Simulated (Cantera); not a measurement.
Input (Python, Cantera) and output of one run.

```python
import numpy as np
import cantera as ct

gas_names = """
    AL2O NO2 CO2
""".split()
cond_names = """
    C(gr) ALN(s)
""".split()


# ... load() reads the species with a 1 bar reference pressure and builds the phases ...
species = {s.name: s for s in load("nasa_gas.yaml", gas_names) + load("nasa_condensed.yaml", cond_names)}
# Each term lists the table entries of one substance; the one whose range holds T is used.
reactions = {
    '2 Al2O(g) + 4 NO2(g) + 5 C = 4 AlN + 5 CO2(g)':
        [(-2, ['AL2O']), (-4, ['NO2']), (-5, ['C(gr)']), (4, ['ALN(s)']), (5, ['CO2'])],
}


def pick(names, T):
    return next(species[n] for n in names if species[n].thermo.min_temp <= T <= species[n].thermo.max_temp)


results = []
for label, terms in reactions.items():
    print(label)
    print("     T/K   dH/kJ  dS/(J/K)   dG/kJ   log10 K")
    for T in [1373, 1398, 1423, 1448, 1473, 1498, 1523, 1548, 1573, 1598]:
        used = [(nu, pick(names, T)) for nu, names in terms]
        dH = sum(nu * s.thermo.h(T) for nu, s in used) / 1e6
        dS = sum(nu * s.thermo.s(T) for nu, s in used) / 1e3
        dG = dH - T * dS / 1e3
        logK = -dG * 1e6 / (ct.gas_constant * T * np.log(10))
        results.append((label, T, dH, dS, dG, logK, [s.name for _, s in used]))
        print(f"{T:8g} {dH:8.1f} {dS:8.1f} {dG:8.1f} {logK:8.2f}")
```

Output:

```
2 Al2O(g) + 4 NO2(g) + 5 C = 4 AlN + 5 CO2(g)
     T/K   dH/kJ  dS/(J/K)   dG/kJ   log10 K
    1373  -3060.1   -309.3  -2635.5   100.26
    1398  -3059.5   -308.8  -2627.7    98.18
    1423  -3058.8   -308.4  -2620.0    96.17
    1448  -3058.2   -307.9  -2612.3    94.23
    1473  -3057.5   -307.5  -2604.6    92.36
    1498  -3056.9   -307.0  -2596.9    90.55
    1523  -3056.2   -306.6  -2589.3    88.80
    1548  -3055.6   -306.2  -2581.6    87.11
    1573  -3054.9   -305.8  -2574.0    85.47
    1598  -3054.3   -305.3  -2566.3    83.89
```

Cantera with NASA thermochemical tables; ideal gases at 1 bar, condensed phases pure. Condensed species are held in their standard states even where they would react or evaporate.
